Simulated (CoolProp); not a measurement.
Vapour-liquid equilibrium of R152A (1) + R227EA (2) at 0.045 MPa; x and y are mole fractions of (1).

The numbers come from the multi-fluid Helmholtz-energy mixture model, Outcalt 1996 and Lemmon 2016; pair parameters Bell 2016 in CoolProp.

Question: Give the bubble temperature and the first vapour's composition at x = 0.35, 0.5, 0.65. Is there an azeotrope?

Answer: x = 0.35: -36.4 °C, y = 0.454; x = 0.5: -37.8 °C, y = 0.612; x = 0.65: -39.0 °C, y = 0.741. No azeotrope shows between x = 0.05 and 0.95.

Pair parameters are fitted to limited data, so mixtures are less certain than the pure fluids. The gap from Raoult's law changes sign with composition, which may be real or a fault of the pair parameters; it wasn't checked against measurements.
